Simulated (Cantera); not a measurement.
Input (Python, Cantera):

```python
import numpy as np
import cantera as ct

gas = ct.Solution("gri30.yaml")
gas.TPX = 1923, 500000, {'CH4': 1, 'CO2': 0.27}
inlet = ct.Reservoir(gas, clone=True)

reactor = ct.IdealGasConstPressureReactor(gas, energy="off", clone=False)
exhaust = ct.Reservoir(gas, clone=True)
tau = [1.9, 0.7, 0.26, 0.098, 0.036, 0.014, 0.0051, 0.0019, 0.0007][0]
for a, b in ((inlet, reactor), (reactor, exhaust)):
    ct.MassFlowController(a, b, mdot=lambda t: reactor.mass / tau)
net = ct.ReactorNet([reactor])
show = ['CH4', 'CO2', 'CH2CO', 'CH3', 'C2H4']

rows = []
print(f"{'tau/s':>10s}{'T/K':>9s}" + "".join(f"{s:>11s}" for s in show))
for tau in [1.9, 0.7, 0.26, 0.098, 0.036, 0.014, 0.0051, 0.0019, 0.0007]:
    net.initial_time = 0.0
    net.advance(30 * tau)
    before = gas.X
    net.advance(40 * tau)
    drift = np.max(np.abs(gas.X - before) / (gas.X + 1e-9))
    rows.append([gas.T, *gas[show].X, drift])
    print(f"{tau:10.3e}{gas.T:9.1f}" + "".join(f"{x:11.3e}" for x in gas[show].X))
```

It prints:

```
     tau/s      T/K        CH4        CO2      CH2CO        CH3       C2H4
 1.900e+00   1923.0  2.254e-02  1.213e-04  2.530e-06  2.412e-04  4.322e-03
 7.000e-01   1923.0  2.348e-02  3.214e-04  3.356e-06  2.515e-04  4.342e-03
 2.600e-01   1923.0  2.579e-02  8.204e-04  5.419e-06  2.769e-04  4.391e-03
 9.800e-02   1923.0  3.085e-02  1.944e-03  1.005e-05  3.328e-04  4.495e-03
 3.600e-02   1923.0  4.104e-02  4.308e-03  1.931e-05  4.467e-04  4.686e-03
 1.400e-02   1923.0  5.789e-02  8.570e-03  3.244e-05  6.364e-04  4.938e-03
 5.100e-03   1923.0  8.816e-02  1.800e-02  4.671e-05  9.742e-04  5.333e-03
 1.900e-03   1923.0  1.376e-01  3.837e-02  5.176e-05  1.506e-03  6.200e-03
 7.000e-04   1923.0  2.175e-01  7.649e-02  4.169e-05  2.322e-03  8.526e-03
```

Model: GRI-Mech 3.0 (53 species, 325 reactions), integrated in Cantera. GRI-Mech 3.0 stops at C3 and has no aromatics, soot or wall deposition, so with more carbon than oxygen in the feed, carbon stays in small species such as C2H2 where larger ones or solid carbon would form.
